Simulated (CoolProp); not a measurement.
Carbon dioxide along the isotherm 314.1 K: fugacity coefficient from the reference equation and from simpler models built on Tc = 304.1 K, pc = 7377 kPa, ω = 0.224; each cubic takes its own stable root.

Computed with CoolProp (reference Helmholtz-energy equation of state, Span 1996).

| p (kPa) | phase | reference |
|---|---|---|
| 2310 | gas | 0.9051 |
| 4610 | gas | 0.8131 |
| 6920 | gas | 0.7210 |
| 9220 | supercritical | 0.6224 |
| 11500 | supercritical | 0.5310 |
| 13800 | supercritical | 0.4668 |
| 16100 | supercritical | 0.4207 |
| 18400 | supercritical | 0.3863 |

**Question.** How far does each simpler model (Redlich-Kwong, Soave-Redlich-Kwong, Peng-Robinson) lie from the reference over these 8 states: mean and median of the absolute difference, and the worst?

**Answer.** 
- Redlich-Kwong: mean 1.0 %, median 0.4 %, worst +2.8 % at 314.1 K and 18400 kPa
- Soave-Redlich-Kwong: mean 2.1 %, median 1.8 %, worst +4.9 % at 314.1 K and 18400 kPa
- Peng-Robinson: mean 1.9 %, median 1.9 %, worst -2.8 % at 314.1 K and 9220 kPa
